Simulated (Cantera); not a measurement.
Pyrogenic steam for wet oxidation

An isothermal, constant-pressure homogeneous reactor starts with 2.68 % H₂, 4.87 % O₂, 92.5 % N₂, at 1075 K and 0.430 bar.

Model: the H2/O2 subset of GRI-Mech 3.0, which has no nitrogen chemistry, integrated in Cantera.

```json
[
 {"t (s)": "2.00e-6", "x H₂": "0.0268", "x O₂": "0.0487", "x H₂O": "<1e-12", "x O": "<1e-12", "x H₂O₂": "<1e-12", "x OH": "<1e-12"},
 {"t (s)": "1.26e-5", "x H₂": "0.0268", "x O₂": "0.0487", "x H₂O": "2.37e-12", "x O": "3.46e-12", "x H₂O₂": "<1e-12", "x OH": "2.34e-12"},
 {"t (s)": "7.96e-5", "x H₂": "0.0268", "x O₂": "0.0487", "x H₂O": "2.76e-10", "x O": "9.99e-11", "x H₂O₂": "<1e-12", "x OH": "4.56e-11"},
 {"t (s)": "0.000502", "x H₂": "0.0268", "x O₂": "0.0487", "x H₂O": "2.10e-6", "x O": "4.32e-7", "x H₂O₂": "4.11e-10", "x OH": "1.90e-7"},
 {"t (s)": "0.00317", "x H₂": "0.000216", "x O₂": "0.0358", "x H₂O": "0.0268", "x O": "8.10e-5", "x H₂O₂": "6.45e-7", "x OH": "8.73e-5"},
 {"t (s)": "0.0200", "x H₂": "8.90e-6", "x O₂": "0.0358", "x H₂O": "0.0271", "x O": "2.24e-6", "x H₂O₂": "7.53e-8", "x OH": "1.32e-5"},
 {"t (s)": "0.126", "x H₂": "1.52e-7", "x O₂": "0.0358", "x H₂O": "0.0271", "x O": "1.18e-7", "x H₂O₂": "6.36e-9", "x OH": "3.33e-6"},
 {"t (s)": "0.796", "x H₂": "4.71e-9", "x O₂": "0.0358", "x H₂O": "0.0271", "x O": "1.23e-8", "x H₂O₂": "7.22e-10", "x OH": "1.07e-6"},
 {"t (s)": "5.02", "x H₂": "6.18e-10", "x O₂": "0.0358", "x H₂O": "0.0271", "x O": "1.84e-9", "x H₂O₂": "1.10e-10", "x OH": "4.11e-7"},
 {"t (s)": "31.7", "x H₂": "1.71e-10", "x O₂": "0.0358", "x H₂O": "0.0271", "x O": "4.44e-10", "x H₂O₂": "2.70e-11", "x OH": "2.01e-7"},
 {"t (s)": "200", "x H₂": "1.54e-10", "x O₂": "0.0358", "x H₂O": "0.0271", "x O": "3.81e-10", "x H₂O₂": "2.32e-11", "x OH": "1.86e-7"}
]
```
x: mole fraction; the columns are a selection and need not sum to one.

Equilibrium at this temperature and pressure: H₂ 1.54e-10, O₂ 0.0358, H₂O 0.0271, O 3.81e-10, H₂O₂ 2.32e-11, OH 1.86e-7 (gas phase only).
